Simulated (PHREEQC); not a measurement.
A PHREEQC input (ion-association model, phreeqc.dat):

```
SOLUTION 1
  temp 35
  units mg/kgw
  pH 6.65
  pe 10
  Na 3.24
  K 5.28
  Ca 3.29
  Mg 0.711
  Cl 6.24
  S(6) 1.29 as SO4
  Alkalinity 18.6 as HCO3
  Br 0.0976
  O(0) 0.0732
END
USE solution 1
EQUILIBRIUM_PHASES 1
  Gyppsum 0 0
  CO2(g) -3.4 10
END
```

It stops with these messages:

```
ERROR: Phase not found in database, Gyppsum.
ERROR: Calculations terminating due to input errors.
```

The fault: the phase Gypsum misspelt. The line should read `Gypsum` where the input has `Gyppsum`. With the mend the run ends at pH 7.75 and ionic strength 0.000627 mol/kgw.
